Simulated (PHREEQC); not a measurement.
# Metal-bearing waste water: speciation

Consider water at 25 °C with 0.087 mol ZnSO4, 0.00056 mol MgSO4 and 0.24 mol H2SO4 per kg of water. It is in equilibrium with CO2 at log p = 0 (atm). Otherwise closed; pH follows from the charge balance.

Model: ion-association model, phreeqc.dat, run in PHREEQC.

No solid was allowed to form.

Predict the pH, activity of water, density.

pH 0.74; activity of water 0.989; density 1.025 g/cm³.

In which forms is S present?

HSO4- 73 %, SO4-2 14 %, ZnSO4 7.6 %, Zn(SO4)2-2 4.7 % of the S.
